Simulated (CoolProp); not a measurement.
Computed with CoolProp (reference Helmholtz-energy equation of state, Span 1996).

Task: Give the vapour pressure (bar), liquid cp (kJ/(kg K)), surface tension (mN/m), liquid viscosity (µPa s) of saturated carbon dioxide at -11.15, -4.65 °C.

Result: 
| T (°C) | p (bar) | liquid cp (kJ/(kg K)) | surface tension (mN/m) | liquid viscosity (µPa s) |
|---|---|---|---|---|
| -11.15 | 25.6 | 2.29 | 6.59 | 121 |
| -4.65 | 30.8 | 2.42 | 5.34 | 109 |

Viscosity comes from a separate model (Laesecke 2017). Surface tension comes from a separate correlation (Mulero 2012).
